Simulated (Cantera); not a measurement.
Cantera run:

```python
import numpy as np
import cantera as ct

gas_names = """
    AL ALCL ALCL2 ALCL3 ALH ALN AL2 AL2CL6 CL CL2 H HCL H2 N NH NH2 NH3 N2 N2H2 N2H4
""".split()
cond_names = """
    AL(cr) AL(L) ALCL3(s) ALCL3(L) ALN(s) NH4CL(a) NH4CL(b)
""".split()


# ... load() reads the species with a 1 bar reference pressure and builds the phases ...
atoms = {
    'AlCl3': {'AL': 1, 'CL': 3},
    'NH3': {'N': 1, 'H': 3},
    'H2': {'H': 2},
}
top_T = {'ALN(s)': 2750}  # K; cautious upper limits of use, not melting points


# ... equilibrate(T, P, feed) seeds the gas with the atoms and calls Mixture.equilibrate('TP', solver="vcs", rtol=1e-11, max_steps=5000) ...
results = []
feed = {'AlCl3': 1, 'NH3': 11, 'H2': 1.7}  # mol
T = 1950  # K
for P in [10, 63, 400, 2500, 16000, 100000]:
    mix = equilibrate(T, P, feed)
    results.append((T, P, feed, dict(zip(mix.species_names, mix.species_moles))))
    x = sorted(zip(gas.X, gas.species_names), reverse=True)
    print(f"T = {T:g} K  P = {P:g} Pa  gas = {mix.phase_moles(0):.4g} mol")
    print("   x: " + "  ".join(f"{s} {v:.3e}" for v, s in x if v > 0.001))
    print("   condensed (mol): " + ("  ".join(f"{mix.phase(i).name} {mix.phase_moles(i):.4g}"
          for i in range(1, mix.n_phases) if mix.phase_moles(i) > 1e-12) or "none"))
```

Result:

```
T = 1950 K  P = 10 Pa  gas = 27 mol
   x: H2 5.961e-01  N2 2.037e-01  H 8.850e-02  HCL 6.722e-02  ALCL 3.606e-02  CL 7.481e-03
   condensed (mol): none
T = 1950 K  P = 63 Pa  gas = 26.22 mol
   x: H2 6.394e-01  N2 2.098e-01  HCL 7.301e-02  ALCL 3.737e-02  H 3.652e-02  CL 3.126e-03
   condensed (mol): none
T = 1950 K  P = 400 Pa  gas = 25.89 mol
   x: H2 6.582e-01  N2 2.124e-01  HCL 7.484e-02  ALCL 3.730e-02  H 1.470e-02  CL 1.253e-03  ALCL2 1.127e-03
   condensed (mol): none
T = 1950 K  P = 2500 Pa  gas = 25.74 mol
   x: H2 6.673e-01  N2 2.137e-01  HCL 7.378e-02  ALCL 3.574e-02  H 5.922e-03  ALCL2 2.644e-03
   condensed (mol): none
T = 1950 K  P = 16000 Pa  gas = 25.61 mol
   x: H2 6.752e-01  N2 2.148e-01  HCL 6.843e-02  ALCL 3.155e-02  ALCL2 5.445e-03  H 2.355e-03  ALCL3 2.029e-03
   condensed (mol): none
T = 1950 K  P = 100000 Pa  gas = 25.44 mol
   x: H2 6.866e-01  N2 2.162e-01  HCL 5.683e-02  ALCL 2.414e-02  ALCL2 8.579e-03  ALCL3 6.582e-03
   condensed (mol): none
```

Method: chemical equilibrium by Gibbs-energy minimisation in Cantera with the NASA 1993 tables (ideal gas, pure condensed phases). The tables' values for AlCl2 are old estimates; treat these amounts as uncertain.
